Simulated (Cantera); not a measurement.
An isothermal, constant-pressure homogeneous reactor starts with CH4 : H2 = 1 : 1.8 (molar parts), at 1748 K and 0.0132 atm.

Computed with Cantera and GRI-Mech 3.0 (53 species, 325 reactions). GRI-Mech 3.0 stops at C3 and has no aromatics, soot or wall deposition, so with more carbon than oxygen in the feed, carbon stays in small species such as C2H2 where larger ones or solid carbon would form. Radical loss at walls, strong at low pressure, is not modelled.

Task: Predict: x(CH4) at 20.0 s; x(H2) at 20.0 s; x(CH2) at 20.0 s; x(C2H2) at 20.0 s; x(C2H4) at 20.0 s; x(H) at 20.0 s.

Result: 
* **x(CH4) at 20.0 s**: 0.000416 (gas-phase equilibrium 0.000335)
* **x(H2) at 20.0 s**: 0.866 (gas-phase equilibrium 0.866)
* **x(CH2) at 20.0 s**: 4.14e-8 (gas-phase equilibrium 3.34e-8)
* **x(C2H2) at 20.0 s**: 0.131 (gas-phase equilibrium 0.131)
* **x(C2H4) at 20.0 s**: 5.10e-5 (gas-phase equilibrium 5.10e-5)
* **x(H) at 20.0 s**: 0.00185 (gas-phase equilibrium 0.00186)
